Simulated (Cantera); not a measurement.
A Cantera script and its output.

```python
import numpy as np
import cantera as ct

gas = ct.Solution("gri30.yaml")
gas.TPX = 1573, 6100, {'C2H4': 1, 'H2': 32, 'H2O': 0.089}
reactor = ct.IdealGasConstPressureReactor(gas, energy="off", clone=False)
net = ct.ReactorNet([reactor])
net.rtol, net.atol = 1e-08, 1e-18
show = ['C2H4', 'H2', 'H', 'CH4', 'CH2', 'CH3', 'C2H']
times = np.geomspace(0.0004, 7, 11)

steps = ct.SolutionArray(gas, extra=["t"])
rows = []
print(f"{'t/s':>10s}{'T/K':>9s}{'P/Pa':>11s}" + "".join(f"{s:>11s}" for s in show))
for t in times:
    while net.time < t:
        t_next = net.step()
        steps.append(gas.state, t=t_next)
    rows.append([np.interp(t, steps.t, y) for y in (steps.T, steps.P, *steps(*show).X.T)])
    print(f"{t:10.3e}{rows[-1][0]:9.1f}{rows[-1][1]:11.4g}" + "".join(f"{x:11.3e}" for x in rows[-1][2:]))
rate = np.gradient(steps.T, steps.t)
print("integrator steps:", len(steps.t))
if steps.T.max() > steps.T[0] + 200:
    print(f"time of steepest temperature rise: {steps.t[rate.argmax()]:.4e} s")
gas.TPX = 1573, 6100, {'C2H4': 1, 'H2': 32, 'H2O': 0.089}
gas.equilibrate("TP")
print(f"equilibrium (TP): T = {gas.T:.1f} K  " + "  ".join(f"{s} {gas[s].X[0]:.3e}" for s in show))
```

Output:

```
       t/s      T/K       P/Pa       C2H4         H2          H        CH4        CH2        CH3        C2H
 4.000e-04   1573.0       6100  3.009e-02  9.671e-01  2.753e-07  1.057e-09  2.480e-12  8.836e-11  1.034e-13
 1.063e-03   1573.0       6100  2.988e-02  9.671e-01  7.407e-07  1.076e-08  6.816e-12  3.507e-10  7.436e-13
 2.823e-03   1573.0       6100  2.929e-02  9.671e-01  2.047e-06  1.169e-07  1.867e-11  1.461e-09  5.553e-12
 7.498e-03   1573.0       6100  2.761e-02  9.672e-01  6.115e-06  1.222e-06  5.290e-11  5.643e-09  4.628e-11
 1.992e-02   1573.0       6100  2.246e-02  9.673e-01  1.873e-05  1.062e-05  1.344e-10  1.966e-08  4.217e-10
 5.292e-02   1573.0       6100  9.993e-03  9.677e-01  3.681e-05  4.851e-05  1.382e-10  5.139e-08  2.158e-09
 1.406e-01   1573.0       6100  6.262e-04  9.679e-01  7.782e-05  8.557e-05  7.450e-11  1.417e-07  6.672e-09
 3.734e-01   1573.0       6100  2.405e-04  9.678e-01  1.599e-04  1.115e-04  1.285e-10  3.757e-07  1.388e-08
 9.920e-01   1573.0       6100  2.398e-04  9.678e-01  1.672e-04  1.965e-04  1.810e-10  6.908e-07  1.449e-08
 2.635e+00   1573.0       6100  2.387e-04  9.677e-01  1.669e-04  4.216e-04  3.021e-10  1.477e-06  1.440e-08
 7.000e+00   1573.0       6100  2.360e-04  9.674e-01  1.662e-04  9.958e-04  6.071e-10  3.472e-06  1.418e-08
integrator steps: 738
equilibrium (TP): T = 1573.0 K  C2H4 2.154e-04  H2 9.673e-01  H 1.630e-04  CH4 3.740e-03  CH2 1.951e-09  CH3 1.279e-05  C2H 1.266e-08
```

Model: GRI-Mech 3.0 (53 species, 325 reactions), integrated in Cantera. GRI-Mech 3.0 was tuned for natural gas; its chemistry of ethylene as a main component is partial and can be far from experiment. GRI-Mech 3.0 stops at C3 and has no aromatics, soot or wall deposition, so with more carbon than oxygen in the feed, carbon stays in small species such as C2H2 where larger ones or solid carbon would form.
